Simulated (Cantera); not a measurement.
An adiabatic, constant-volume homogeneous reactor starts with CO : H2 : O2 : N2 = 1 : 0.25 : 0.298 : 1.12 (molar parts), equivalence ratio 2.1, at 1098 K and 2300000 Pa. Integrator tolerance rtol = 1e-08.

Model: GRI-Mech 3.0 (53 species, 325 reactions), integrated in Cantera. The hydrogen kinetics of GRI-Mech 3.0 are dated; newer H2 mechanisms differ, most at raised pressure. The pressure lies above the range GRI-Mech 3.0 was tuned for (to about 10 atm). Above 3000 K some thermodynamic fits are extrapolated.

### Question
What does this change do: H2 0.25 to 0.33 parts?

### Answer
```csv
quantity,before,after
time of steepest temperature rise,0.212 ms,0.212 ms
temperature at 6.00 s,3026 K,2984 K
equilibrium temperature,3026 K,2984 K
x(CO) at 6.00 s,0.261 (gas-phase equilibrium 0.261),0.273 (gas-phase equilibrium 0.273)
x(H2) at 6.00 s,0.0183 (gas-phase equilibrium 0.0183),0.0283 (gas-phase equilibrium 0.0283)
x(O2) at 6.00 s,0.000864 (gas-phase equilibrium 0.000864),0.000422 (gas-phase equilibrium 0.000422)
x(H2O) at 6.00 s,0.0826 (gas-phase equilibrium 0.0826),0.102 (gas-phase equilibrium 0.102)
x(NO) at 6.00 s,0.00244 (gas-phase equilibrium 0.00244),0.00160 (gas-phase equilibrium 0.00160)
x(H) at 6.00 s,0.00309 (gas-phase equilibrium 0.00309),0.00340 (gas-phase equilibrium 0.00340)
```

### Question
What does this change do: initial temperature 1098 to 973 K?

### Answer
| quantity | before | after |
|---|---|---|
| time of steepest temperature rise | 0.212 ms | 2.92 ms |
| temperature at 6.00 s | 3026 K | 2956 K |
| equilibrium temperature | 3026 K | 2956 K |
| x(CO) at 6.00 s | 0.261 (gas-phase equilibrium 0.261) | 0.260 (gas-phase equilibrium 0.260) |
| x(H2) at 6.00 s | 0.0183 (gas-phase equilibrium 0.0183) | 0.0185 (gas-phase equilibrium 0.0185) |
| x(O2) at 6.00 s | 0.000864 (gas-phase equilibrium 0.000864) | 0.000492 (gas-phase equilibrium 0.000492) |
| x(H2O) at 6.00 s | 0.0826 (gas-phase equilibrium 0.0826) | 0.0836 (gas-phase equilibrium 0.0836) |
| x(NO) at 6.00 s | 0.00244 (gas-phase equilibrium 0.00244) | 0.00170 (gas-phase equilibrium 0.00170) |
| x(H) at 6.00 s | 0.00309 (gas-phase equilibrium 0.00309) | 0.00239 (gas-phase equilibrium 0.00239) |
